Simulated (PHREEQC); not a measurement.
A solution holds 6.4 mmol/kgw CaCl2 and 0.068 mmol/kgw CO2, at 20 °C. Closed to the air; pH follows from the charge balance.

Equilibrium calculation in PHREEQC: ion-association model, phreeqc.dat.

No solid was allowed to form.

Question: Predict the pH, specific conductance.

Answer: pH 5.28; specific conductance 1350 µS/cm.

Question: In which forms is C present?

Answer: CO2 91 %, HCO3- 8.3 % of the C.
